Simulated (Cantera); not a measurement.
A perfectly stirred reactor is fed with 9.47 % NH3, 90.5 % H2, at 4400 Pa; it is held at 2348 K, and followed from long to short residence time.

Detailed kinetics in Cantera: the gas-phase N/H chemistry of the illustrative SiF4/NH3 mechanism in the Surface Chemkin manual (1991). Walls and surfaces, which speed up NH3 decomposition in real reactors, are not modelled.

Task: Predict: x(NH3) at τ = 6.10 s; x(H2) at τ = 6.10 s; x(NH2) at τ = 6.10 s; x(NH3) at τ = 0.160 s; x(H2) at τ = 0.160 s; x(NH2) at τ = 0.160 s; x(N2H2) at τ = 0.160 s.

Result: 
```
Property                   Value
----------------------  --------
x(NH3) at τ = 6.10 s     4.55e-5
x(H2) at τ = 6.10 s        0.904
x(NH2) at τ = 6.10 s     8.59e-6
x(NH3) at τ = 0.160 s     0.0115
x(H2) at τ = 0.160 s       0.943
x(NH2) at τ = 0.160 s   0.000287
x(N2H2) at τ = 0.160 s   2.69e-7
```
